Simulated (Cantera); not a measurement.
Input: 1 mol Al, 1.5 mol O2, 25 mol CO, equilibrated at 0.593 Torr.

Method: chemical equilibrium by Gibbs-energy minimisation in Cantera with the NASA 1993 tables (ideal gas, pure condensed phases). Candidate condensed phases: Al, Al2O3, C; 19 gas species. Kinetics and transport are ignored.

x: gas mole fraction; n: condensed amount in mol.

```json
[
 {"T (K)": "725", "x CO": "0.595", "x CO2": "0.405", "x O": "<1e-12", "x O2": "<1e-12", "x AlO": "<1e-12", "x Al": "<1e-12", "n Al2O3(s)": "0.500", "n C(graphite)": "6.14"},
 {"T (K)": "875", "x CO": "0.940", "x CO2": "0.0600", "x O": "<1e-12", "x O2": "<1e-12", "x AlO": "<1e-12", "x Al": "<1e-12", "n Al2O3(s)": "0.500", "n C(graphite)": "0"},
 {"T (K)": "1025", "x CO": "0.940", "x CO2": "0.0600", "x O": "<1e-12", "x O2": "<1e-12", "x AlO": "<1e-12", "x Al": "<1e-12", "n Al2O3(s)": "0.500", "n C(graphite)": "0"},
 {"T (K)": "1175", "x CO": "0.940", "x CO2": "0.0600", "x O": "<1e-12", "x O2": "<1e-12", "x AlO": "<1e-12", "x Al": "<1e-12", "n Al2O3(s)": "0.500", "n C(graphite)": "0"},
 {"T (K)": "1325", "x CO": "0.940", "x CO2": "0.0600", "x O": "…", "x O2": "<1e-12", "x AlO": "<1e-12", "x Al": "<1e-12", "n Al2O3(s)": "0.500", "n C(graphite)": "0"},
 {"T (K)": "1475", "x CO": "0.940", "x CO2": "0.0600", "x O": "…", "x O2": "5.77e-11", "x AlO": "<1e-12", "x Al": "<1e-12", "n Al2O3(s)": "0.500", "n C(graphite)": "0"},
 {"T (K)": "1625", "x CO": "0.940", "x CO2": "0.0600", "x O": "…", "x O2": "3.92e-9", "x AlO": "1.37e-11", "x Al": "1.29e-11", "n Al2O3(s)": "0.500", "n C(graphite)": "0"},
 {"T (K)": "1775", "x CO": "0.940", "x CO2": "0.0600", "x O": "…", "x O2": "1.29e-7", "x AlO": "1.44e-9", "x Al": "1.23e-9", "n Al2O3(s)": "0.500", "n C(graphite)": "0"},
 {"T (K)": "1925", "x CO": "0.940", "x CO2": "0.0600", "x O": "…", "x O2": "2.45e-6", "x AlO": "7.31e-8", "x Al": "5.74e-8", "n Al2O3(s)": "0.500", "n C(graphite)": "0"}
]
```

Problem. Fill in the missing entries.

Solution. 
- 1325, x O: 5.56e-12
- 1475, x O: 7.75e-10
- 1625, x O: 4.33e-8
- 1775, x O: 1.22e-6
- 1925, x O: 2.05e-5
